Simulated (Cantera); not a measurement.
C2H6 + H2 (carbon deposition, reforming and gasification)

Feed: 1 mol C2H6, 56 mol H2, at 2652 °C and 1330 Pa.

Equilibrium computed with Cantera from the NASA thermochemical tables; the gas is ideal and each condensed phase is pure. Candidate condensed phases: C, C6H6, C7H8, C8H18; 76 gas species. Rates play no part.

- x(H) = 0.639
- x(H2) = 0.350
- x(C2H2 (acetylene)) = 0.00582
- x(C3) = 0.00199
- x(C2H) = 0.00163
- x(C) = 0.00106
- x(C2) = 0.000344
- x(C4H2) = 4.03e-5
- x(CH) = 3.68e-5
- gas amount = 87.24 mol
- log10 activity of C(graphite) (absent) = -0.24
